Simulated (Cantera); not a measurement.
Input (Python, Cantera):

```python
import numpy as np
import cantera as ct

gas = ct.Solution("gri30.yaml")
gas.TPX = 1650, 1500, {'CH4': 0.033, 'H2': 1, 'H': 0.0067}
reactor = ct.IdealGasConstPressureReactor(gas, energy="off", clone=False)
net = ct.ReactorNet([reactor])
net.rtol, net.atol = 1e-08, 1e-18
show = ['CH4', 'H2', 'H', 'C2H6', 'C2H']
times = np.geomspace(0.0002, 1, 14)

steps = ct.SolutionArray(gas, extra=["t"])
rows = []
print(f"{'t/s':>10s}{'T/K':>9s}{'P/Pa':>11s}" + "".join(f"{s:>11s}" for s in show))
for t in times:
    while net.time < t:
        t_next = net.step()
        steps.append(gas.state, t=t_next)
    rows.append([np.interp(t, steps.t, y) for y in (steps.T, steps.P, *steps(*show).X.T)])
    print(f"{t:10.3e}{rows[-1][0]:9.1f}{rows[-1][1]:11.4g}" + "".join(f"{x:11.3e}" for x in rows[-1][2:]))
rate = np.gradient(steps.T, steps.t)
print("integrator steps:", len(steps.t))
if steps.T.max() > steps.T[0] + 200:
    print(f"time of steepest temperature rise: {steps.t[rate.argmax()]:.4e} s")
gas.TPX = 1650, 1500, {'CH4': 0.033, 'H2': 1, 'H': 0.0067}
gas.equilibrate("TP")
print(f"equilibrium (TP): T = {gas.T:.1f} K  " + "  ".join(f"{s} {gas[s].X[0]:.3e}" for s in show))
```

It prints:

```
       t/s      T/K       P/Pa        CH4         H2          H       C2H6        C2H
 2.000e-04   1650.0       1500  2.925e-02  9.644e-01  3.933e-03  1.140e-05  3.428e-11
 3.851e-04   1650.0       1500  2.920e-02  9.645e-01  3.865e-03  1.571e-05  1.480e-10
 7.415e-04   1650.0       1500  2.913e-02  9.647e-01  3.746e-03  1.684e-05  5.437e-10
 1.428e-03   1650.0       1500  2.901e-02  9.650e-01  3.533e-03  1.597e-05  1.649e-09
 2.749e-03   1650.0       1500  2.882e-02  9.656e-01  3.182e-03  1.425e-05  3.941e-09
 5.293e-03   1650.0       1500  2.850e-02  9.664e-01  2.685e-03  1.180e-05  7.120e-09
 1.019e-02   1650.0       1500  2.805e-02  9.674e-01  2.102e-03  8.929e-06  9.737e-09
 1.962e-02   1650.0       1500  2.747e-02  9.684e-01  1.544e-03  6.176e-06  1.064e-08
 3.778e-02   1650.0       1500  2.678e-02  9.694e-01  1.100e-03  4.000e-06  1.009e-08
 7.275e-02   1650.0       1500  2.600e-02  9.701e-01  8.074e-04  2.583e-06  9.207e-09
 1.401e-01   1650.0       1500  2.503e-02  9.708e-01  6.606e-04  1.842e-06  9.113e-09
 2.697e-01   1650.0       1500  2.361e-02  9.716e-01  6.203e-04  1.503e-06  1.055e-08
 5.194e-01   1650.0       1500  2.132e-02  9.728e-01  6.240e-04  1.233e-06  1.377e-08
 1.000e+00   1650.0       1500  1.789e-02  9.746e-01  6.378e-04  8.920e-07  1.887e-08
integrator steps: 843
equilibrium (TP): T = 1650.0 K  CH4 3.523e-04  H2 9.837e-01  H 7.408e-04  C2H6 7.320e-10  C2H 5.006e-08
```

Computed with Cantera and GRI-Mech 3.0 (53 species, 325 reactions). GRI-Mech 3.0 stops at C3 and has no aromatics, soot or wall deposition, so with more carbon than oxygen in the feed, carbon stays in small species such as C2H2 where larger ones or solid carbon would form. Radical loss at walls, strong at low pressure, is not modelled.
